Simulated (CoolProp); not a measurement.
Vapour-liquid equilibrium of diethyl ether (1) + methanol (2) at 0.894 MPa; x and y are mole fractions of (1).

Values from CoolProp's multi-fluid Helmholtz-energy mixture model, Thol 2014 and de Reuck 1993; pair parameters Bell 2016.

```tsv
x	bubble temperature (K)	y at the bubble point	dew temperature at overall composition x (K)	liquid density (mol/L)
0.05	402.0	0.118	404.0	19.67
0.2	394.3	0.358	399.4	16.44
0.35	389.8	0.499	394.6	13.95
0.5	387.2	0.599	389.8	11.99
0.65	385.7	0.690	386.2	10.45
0.8	385.3	0.795	385.3	9.219
0.95	386.4	0.937	386.6	8.213
```

y crosses x between x = 0.65 and 0.8: the model has an azeotrope there.

The pair parameters rest on a limited set of measurements; away from them the model extrapolates.
